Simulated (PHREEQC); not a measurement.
0.042 g of hydrous ferric oxide (600 m²/g; 0.2 weak and 0.005 strong sites per Fe, Dzombak-Morel constants, diffuse double layer) in 1 kg of water with 0.005 mol/kgw of an inert sodium salt, at 25 °C; the pH is set by adding NaOH or the inert anion's acid. Oxygen is held at 0.21 atm. CO2 from the air is kept out. Nothing may precipitate in this run.

Base run: PHREEQC, ion-association model, wateq4f.dat. Each further column changes one thing. The table gives surface charge σ (C/m²).

```json
[
 {"pH": "3", "base": "0.302", "background salt from 0.005 to 0.0005 mol/kgw": "0.238", "oxide from 0.042 to 0.21 g/kgw": "0.303", "5.5e-05 mol/kgw MgCl2 added": "0.303"},
 {"pH": "4.5", "base": "0.131", "background salt from 0.005 to 0.0005 mol/kgw": "?", "oxide from 0.042 to 0.21 g/kgw": "0.131", "5.5e-05 mol/kgw MgCl2 added": "0.132"},
 {"pH": "5.5", "base": "0.059", "background salt from 0.005 to 0.0005 mol/kgw": "?", "oxide from 0.042 to 0.21 g/kgw": "0.060", "5.5e-05 mol/kgw MgCl2 added": "0.060"},
 {"pH": "7", "base": "0.013", "background salt from 0.005 to 0.0005 mol/kgw": "0.004", "oxide from 0.042 to 0.21 g/kgw": "0.013", "5.5e-05 mol/kgw MgCl2 added": "0.013"},
 {"pH": "8.5", "base": "-0.004", "background salt from 0.005 to 0.0005 mol/kgw": "-0.001", "oxide from 0.042 to 0.21 g/kgw": "-0.004", "5.5e-05 mol/kgw MgCl2 added": "-0.001"},
 {"pH": "9.5", "base": "-0.018", "background salt from 0.005 to 0.0005 mol/kgw": "-0.006", "oxide from 0.042 to 0.21 g/kgw": "-0.018", "5.5e-05 mol/kgw MgCl2 added": "?"},
 {"pH": "11", "base": "-0.081", "background salt from 0.005 to 0.0005 mol/kgw": "?", "oxide from 0.042 to 0.21 g/kgw": "-0.081", "5.5e-05 mol/kgw MgCl2 added": "-0.006"}
]
```

Fill in the missing entries.


- 4.5, background salt from 0.005 to 0.0005 mol/kgw: 0.061
- 5.5, background salt from 0.005 to 0.0005 mol/kgw: 0.023
- 9.5, 5.5e-05 mol/kgw MgCl2 added: -0.003
- 11, background salt from 0.005 to 0.0005 mol/kgw: -0.049

The oxide is taken as insoluble; below pH 4 it would dissolve.
